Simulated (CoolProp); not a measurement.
Vapour-liquid equilibrium of isobutane (1) + R245fa (2) at 378 K; x and y are mole fractions of (1).

Values from CoolProp's multi-fluid Helmholtz-energy mixture model, Bücker 2006 and Akasaka 2015; pair parameters Bell 2016.

| x | bubble pressure, mixture model (MPa) | bubble pressure, Raoult's law (MPa) | y, mixture model | y, Raoult's law |
|---|---|---|---|---|
| 0.05 | 1.598 | 1.445 | 0.126 | 0.075 |
| 0.125 | 1.833 | 1.503 | (withheld) | 0.181 |
| 0.2 | 2.017 | 1.560 | 0.343 | 0.278 |
| 0.275 | 2.162 | 1.617 | (withheld) | 0.369 |
| 0.35 | 2.274 | 1.675 | 0.466 | 0.454 |
| 0.425 | 2.361 | 1.732 | 0.515 | 0.533 |
| 0.5 | 2.426 | 1.789 | 0.562 | 0.607 |
| 0.575 | 2.471 | 1.847 | (withheld) | 0.676 |
| 0.65 | 2.493 | 1.904 | (withheld) | 0.741 |
| 0.725 | 2.490 | 1.962 | 0.713 | 0.803 |
| 0.8 | 2.458 | 2.019 | (withheld) | 0.861 |
| 0.875 | (withheld) | 2.076 | 0.842 | 0.915 |
| 0.95 | (withheld) | 2.134 | (withheld) | 0.967 |

Q: Fill in the missing entries.

A: 
- 0.125, y, mixture model: 0.254
- 0.275, y, mixture model: 0.411
- 0.575, y, mixture model: 0.610
- 0.65, y, mixture model: 0.659
- 0.8, y, mixture model: 0.773
- 0.875, bubble pressure, mixture model (MPa): 2.390
- 0.95, bubble pressure, mixture model (MPa): 2.278
- 0.95, y, mixture model: 0.928

The largest gap from Raoult's law is +36.3 % in bubble pressure, at x = 0.425. y crosses x between x = 0.65 and 0.725: the model has an azeotrope there.

The pair parameters rest on a limited set of measurements; away from them the model extrapolates.
